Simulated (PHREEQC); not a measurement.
Dissolve 90 mmol/kgw CuCl2 and 0.455 mmol/kgw HNO3 at 25 °C. Closed to the air; pH follows from the charge balance.

The numbers come from PHREEQC with the ion-association model, phreeqc.dat.

Precipitation was switched off in this run.

Q: Estimate the pH.

A: pH 3.44.

Q: In which forms is Cu present?

A: Cu+2 87 %, CuCl+ 12 %, CuCl2 0.5 % of the Cu.
